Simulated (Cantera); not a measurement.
Input (Python, Cantera) and output of one run.

```python
import numpy as np
import cantera as ct

gas_names = """
    C CO CO2 C2 C2O C3 C3O2 C4 C5 O O2 O3 Pb PbO Pb2
""".split()
cond_names = """
    C(gr) Pb(cr) Pb(L) PbO(rd) PbO(yw) PbO(L) PbO2(s) Pb3O4(s)
""".split()


# ... load() reads the species with a 1 bar reference pressure and builds the phases ...
atoms = {
    'PbO': {'Pb': 1, 'O': 1},
    'C': {'C': 1},
    'CO': {'C': 1, 'O': 1},
}
top_T = {'C(gr)': 4500, 'Pb3O4(s)': 820}  # K; cautious upper limits of use, not melting points


# ... equilibrate(T, P, feed) seeds the gas with the atoms and calls Mixture.equilibrate('TP', solver="vcs", rtol=1e-11, max_steps=5000) ...
results = []
feed = {'PbO': 1, 'C': 1.7, 'CO': 0.027}  # mol
T = 1373  # K
P = 68  # Pa
mix = equilibrate(T, P, feed)
results.append((T, P, feed, dict(zip(mix.species_names, mix.species_moles))))
x = sorted(zip(gas.X, gas.species_names), reverse=True)
print(f"T = {T:g} K  P = {P:g} Pa  gas = {mix.phase_moles(0):.4g} mol")
print("   x: " + "  ".join(f"{s} {v:.3e}" for v, s in x if v > 0.0001))
print("   condensed (mol): " + ("  ".join(f"{mix.phase(i).name} {mix.phase_moles(i):.4g}"
      for i in range(1, mix.n_phases) if mix.phase_moles(i) > 1e-12) or "none"))
```

Result:

```
T = 1373 K  P = 68 Pa  gas = 2.027 mol
   x: CO 5.067e-01  Pb 4.933e-01
   condensed (mol): C(gr) 0.7
```

These are equilibrium values from Cantera (NASA tables, ideal gas, pure condensed phases), not measurements of a reactor.
